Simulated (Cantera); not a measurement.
**Transport properties of process gases**

Gas mixture: H2O = 0.27 (molar parts), at 2.30 bar, frozen composition.

Cantera's kinetic-theory transport with the Lennard-Jones parameters of GRI-Mech 3.0, ideal gas; thermal conductivity in the mixture-averaged form. Polar gases are described roughly by these parameters.

```json
[
 {"T (K)": "400", "ρ (kg/m³)": "1.25", "cp (J/kg/K)": "1902", "μ (µPa s)": "14.0", "λ (mW/m/K)": "37.0", "Pr": "0.718", "D (cm²/s) NO": "0.172", "D (cm²/s) O": "0.285", "D (cm²/s) C2H2": "0.133"},
 {"T (K)": "650", "ρ (kg/m³)": "0.767", "cp (J/kg/K)": "2049", "μ (µPa s)": "23.4", "λ (mW/m/K)": "66.8", "Pr": "0.717", "D (cm²/s) NO": "0.423", "D (cm²/s) O": "0.687", "D (cm²/s) C2H2": "0.336"},
 {"T (K)": "900", "ρ (kg/m³)": "0.554", "cp (J/kg/K)": "2220", "μ (µPa s)": "32.6", "λ (mW/m/K)": "102", "Pr": "0.712", "D (cm²/s) NO": "0.754", "D (cm²/s) O": "1.21", "D (cm²/s) C2H2": "0.610"},
 {"T (K)": "1150", "ρ (kg/m³)": "0.433", "cp (J/kg/K)": "2401", "μ (µPa s)": "41.5", "λ (mW/m/K)": "140", "Pr": "0.713", "D (cm²/s) NO": "1.15", "D (cm²/s) O": "1.84", "D (cm²/s) C2H2": "0.942"},
 {"T (K)": "1400", "ρ (kg/m³)": "0.356", "cp (J/kg/K)": "2565", "μ (µPa s)": "50.0", "λ (mW/m/K)": "179", "Pr": "0.716", "D (cm²/s) NO": "1.61", "D (cm²/s) O": "2.57", "D (cm²/s) C2H2": "1.33"},
 {"T (K)": "1650", "ρ (kg/m³)": "0.302", "cp (J/kg/K)": "2708", "μ (µPa s)": "58.0", "λ (mW/m/K)": "219", "Pr": "0.718", "D (cm²/s) NO": "2.13", "D (cm²/s) O": "3.39", "D (cm²/s) C2H2": "1.76"},
 {"T (K)": "1900", "ρ (kg/m³)": "0.262", "cp (J/kg/K)": "2830", "μ (µPa s)": "65.6", "λ (mW/m/K)": "258", "Pr": "0.720", "D (cm²/s) NO": "2.70", "D (cm²/s) O": "4.29", "D (cm²/s) C2H2": "2.24"},
 {"T (K)": "2150", "ρ (kg/m³)": "0.232", "cp (J/kg/K)": "2931", "μ (µPa s)": "72.7", "λ (mW/m/K)": "295", "Pr": "0.721", "D (cm²/s) NO": "3.33", "D (cm²/s) O": "5.27", "D (cm²/s) C2H2": "2.76"}
]
```
D: mixture-averaged diffusion coefficient of that species in the mixture.
